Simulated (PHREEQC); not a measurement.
A solution holds 0.068 mol/kgw KBr, 0.0022 mol/kgw NaCl and 0.0025 mol/kgw Fe2(SO4)3, at 20 °C. Closed to the air; pH follows from the charge balance.

Equilibrium calculation in PHREEQC: ion-association model, phreeqc.dat.

This is a speciation only: nothing precipitates in the calculation.

Question: Estimate the pH, ionic strength, density.

Answer: pH 2.85; ionic strength 0.0883 mol/kgw; density 1.005 g/cm³.

Question: In which forms is S present?

Answer: SO4-2 53 %, FeSO4+ 32 %, KSO4- 8.8 %, HSO4- 3.3 %, Fe(SO4)2- 2.2 % of the S.

The solution is supersaturated, for example in Jarosite-K, Hematite (slow to form), so a real one may precipitate; this is no full list. Complexes and solids missing from the database can't appear.
